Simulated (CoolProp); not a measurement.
Vapour pressure (MPa) of o-xylene: the reference equation beside estimates from Tc = 357.1 °C, pc = 3.737 MPa, ω = 0.312. Clausius-Clapeyron is anchored at 186.15 °C with a constant enthalpy of vaporisation of 33.44 kJ/mol.

The numbers come from the reference Helmholtz-energy equation of state, Zhou 2012 in CoolProp.

| T (°C) | reference | Lee-Kesler | Clausius-Clapeyron | Peng-Robinson |
|---|---|---|---|---|
| 151.15 | 0.1208 | 0.1200 | 0.1325 | 0.1204 |
| 168.65 | 0.1850 | 0.1849 | 0.1928 | 0.1843 |
| 186.15 | 0.2728 | 0.2741 | 0.2728 | 0.2720 |
| 203.65 | 0.3895 | 0.3927 | 0.3762 | 0.3891 |
| 221.15 | 0.5408 | 0.5464 | 0.5071 | 0.5414 |
| 238.65 | 0.7328 | 0.7409 | 0.6698 | 0.7355 |
| 256.15 | 0.9723 | 0.9827 | 0.8685 | 0.9781 |
| 273.65 | 1.266 | 1.279 | 1.108 | 1.277 |

Absolute difference from the reference over all 8 rows, mean and median: Lee-Kesler 0.8 and 0.9 %, Clausius-Clapeyron 6.9 and 7.4 %, Peng-Robinson 0.4 and 0.3 %.
